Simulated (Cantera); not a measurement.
Feed: 1 mol B2O3, 0.85 mol NH3, at 1.00 Torr.

These are equilibrium values from Cantera (NASA tables, ideal gas, pure condensed phases), not measurements of a reactor. Candidate condensed phases: B, BN, B2O3, B3O3H3, H2O; 39 gas species. Mutual solubility and eutectic melting of coexisting phases are not modelled. The numbers say what is thermodynamically allowed, not how fast it happens.

**Question.** What share of the B ends up in condensed phases as a function of T (K), at 1048, 1198, 1348, 1498, 1648, 1798, 1948, 2098, 2248?

**Answer.** 
| T (K) | B condensed (%) | as |
|---|---|---|
| 1048 | 100.0 | BN(s) + B2O3(l) |
| 1198 | 100.0 | BN(s) + B2O3(l) |
| 1348 | 99.6 | BN(s) + B2O3(l) |
| 1498 | 94.7 | B2O3(l) |
| 1648 | 18.1 | B2O3(l) |
| 1798 | 0.0 | - |
| 1948 | 0.0 | - |
| 2098 | 0.0 | - |
| 2248 | 0.0 | - |
